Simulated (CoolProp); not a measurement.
Vapour pressure (bar) of water: the reference equation beside estimates from Tc = 373.9 °C, pc = 220.6 bar, ω = 0.344. Clausius-Clapeyron is anchored at 19.35 °C with a constant enthalpy of vaporisation of 44.23 kJ/mol.

The numbers come from the reference Helmholtz-energy equation of state, Wagner 2002 in CoolProp.

```tsv
T (°C)	reference	Lee-Kesler	Clausius-Clapeyron	van der Waals	Redlich-Kwong	Soave-Redlich-Kwong	Peng-Robinson
19.35	0.02247	0.01573	0.02247	2.996	0.1095	0.01632	0.01876
51.75	0.1347	0.1069	0.1378	6.307	?	0.1100	0.1201
84.15	0.5597	0.4872	0.6081	11.66	1.784	0.4962	0.5228
116.65	1.785	1.661	2.104	?	4.709	1.675	?
149.05	4.642	4.519	5.996	30.59	10.35	4.527	4.571
181.55	10.39	10.40	?	45.10	19.92	10.39	10.37
213.95	20.63	20.95	32.13	63.43	34.61	20.96	20.77
246.35	37.37	38.11	63.49	?	55.63	38.30	?
278.85	63.06	?	116.0	113.1	84.22	64.85	63.98
311.25	100.3	101.6	198.0	144.9	121.2	103.0	101.8
```

Task: Fill in the missing entries.

Result: 
- 51.75, Redlich-Kwong: 0.5278
- 116.65, van der Waals: 19.61
- 116.65, Peng-Robinson: 1.721
- 181.55, Clausius-Clapeyron: 14.76
- 246.35, van der Waals: 85.97
- 246.35, Peng-Robinson: 37.81
- 278.85, Lee-Kesler: 64.17

Absolute difference from the reference over all 10 rows, mean and median: Lee-Kesler 8.0 and 2.3 %, Clausius-Clapeyron 40.7 and 35.6 %, van der Waals 2215.2 and 446.5 %, Redlich-Kwong 144.7 and 107.3 %, Soave-Redlich-Kwong 7.5 and 2.8 %, Peng-Robinson 4.4 and 1.5 %.
